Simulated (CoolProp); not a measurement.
A simple Rankine cycle with cis-2-butene: condensing at 297.15 K, boiler at 3.49 MPa, turbine inlet 463.7 K, turbine efficiency 0.65, pump efficiency 0.8, no recuperator. Each further row changes one setting.

The numbers come from the reference Helmholtz-energy equation of state, Lemmon 2005 in CoolProp. It is a short technical equation, of lower accuracy than the large ones.

| case | thermal efficiency (%) | net work (kJ/kg) | heat in (kJ/kg) | turbine exit temperature (K) | volume ratio over the turbine |
|---|---|---|---|---|---|
| as stated | 14.4 | ___ | 622 | ___ | 18.8 |
| turbine inlet 483.7 K | 14.4 | 97.3 | 673 | 404.4 | 18.0 |
| condensing temperature 289.15 K | 15.3 | ___ | ___ | 375.0 | 24.3 |
| boiler pressure 2.44 MPa | 13.2 | 85.5 | 649 | 397.6 | 12.1 |
| turbine efficiency 0.55 | 12.0 | 74.6 | 622 | ___ | 19.2 |

### Question
Some entries are withheld; supply them.

### Answer

- as stated, net work (kJ/kg): 89.4
- as stated, turbine exit temperature (K): 380.5
- condensing temperature 289.15 K, net work (kJ/kg): 98.0
- condensing temperature 289.15 K, heat in (kJ/kg): 639
- turbine efficiency 0.55, turbine exit temperature (K): 388.7
